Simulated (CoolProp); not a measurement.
Aqueous sodium chloride as a coolant, at 29 °C, 1 atm.

Values from CoolProp's Melinder's fits for secondary coolants.

```csv
mass %,freezing point (°C),viscosity (mPa s),conductivity (W/(m K)),cp (kJ/(kg K)),Prandtl number
2.9,-1.7,0.853,0.610,4.032,5.63
5.2,-3.2,0.890,0.608,3.928,5.75
7.6,-4.8,0.933,0.606,3.827,5.90
9.9,-6.5,0.978,0.603,3.738,6.06
12.3,-8.4,1.03,0.601,3.652,6.26
14.6,-10.5,1.09,0.598,3.575,6.50
16.9,-12.8,1.15,0.596,3.505,6.78
19.3,-15.6,1.23,0.593,3.437,7.16
```
